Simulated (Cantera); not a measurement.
A Cantera script and what it prints.

```python
import numpy as np
import cantera as ct

gas_names = """
    AL ALCL ALCL2 ALCL3 ALN ALO ALOCL ALO2 AL2 AL2CL6 AL2O AL2O2 CL CLO CL2 N NO NO2 NO3 N2 N2O O O2 O3
""".split()
cond_names = """
    AL(cr) AL(L) ALCL3(s) ALCL3(L) ALN(s) AL2O3(a) AL2O3(L)
""".split()


# ... load() reads the species with a 1 bar reference pressure and builds the phases ...
atoms = {
    'AlCl3': {'AL': 1, 'CL': 3},
    'O2': {'O': 2},
    'N2': {'N': 2},
}
top_T = {'ALN(s)': 2750}  # K; cautious upper limits of use, not melting points


# ... equilibrate(T, P, feed) seeds the gas with the atoms and calls Mixture.equilibrate('TP', solver="vcs", rtol=1e-11, max_steps=5000) ...
results = []
feed = {'AlCl3': 1, 'O2': 2.2, 'N2': 100}  # mol
T = 1825  # K
P = 23  # Pa
mix = equilibrate(T, P, feed)
results.append((T, P, feed, dict(zip(mix.species_names, mix.species_moles))))
x = sorted(zip(gas.X, gas.species_names), reverse=True)
print(f"T = {T:g} K  P = {P:g} Pa  gas = {mix.phase_moles(0):.4g} mol")
print("   x: " + "  ".join(f"{s} {v:.3e}" for v, s in x if v > 0.0001))
print("   condensed (mol): " + ("  ".join(f"{mix.phase(i).name} {mix.phase_moles(i):.4g}"
      for i in range(1, mix.n_phases) if mix.phase_moles(i) > 1e-12) or "none"))
```

Output:

```
T = 1825 K  P = 23 Pa  gas = 104.5 mol
   x: N2 9.562e-01  CL 2.870e-02  O2 1.269e-02  NO 1.224e-03  O 1.141e-03
   condensed (mol): AL2O3(a) 0.4999
```

These are equilibrium values from Cantera (NASA tables, ideal gas, pure condensed phases), not measurements of a reactor.
